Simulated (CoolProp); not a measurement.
Vapour-liquid equilibrium of n-hexane (1) + dimethyl carbonate (2) at 122 kPa; x and y are mole fractions of (1).

Values from CoolProp's multi-fluid Helmholtz-energy mixture model, Thol 2019 and Zhou 2011; pair parameters Bell 2016.

Question: Give the bubble temperature and the first vapour's composition at x = 0.05, 0.5, 0.95. Is there an azeotrope?

Answer: x = 0.05: 361.0 K, y = 0.257; x = 0.5: 345.7 K, y = 0.656; x = 0.95: 346.6 K, y = 0.917. y crosses x between x = 0.65 and 0.8: the model has an azeotrope there.

The pair parameters rest on a limited set of measurements; away from them the model extrapolates.
